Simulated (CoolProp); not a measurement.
Vapour-liquid equilibrium of isobutene (1) + acetone (2) at 299.2 K; x and y are mole fractions of (1).

The numbers come from the multi-fluid Helmholtz-energy mixture model, Lemmon 2005 and Lemmon 2006; pair parameters Bell 2016 in CoolProp.

**Question.** Give the bubble pressure and the first vapour's composition at x = 0.35, 0.5, 0.725. Is there an azeotrope?

**Answer.** x = 0.35: 0.2046 MPa, y = 0.875; x = 0.5: 0.2356 MPa, y = 0.902; x = 0.725: 0.2679 MPa, y = 0.932. No azeotrope shows between x = 0.05 and 0.95.

Pair parameters are fitted to limited data, so mixtures are less certain than the pure fluids. With so large a gap from Raoult's law the liquid may split in two, which this calculation doesn't test in full.
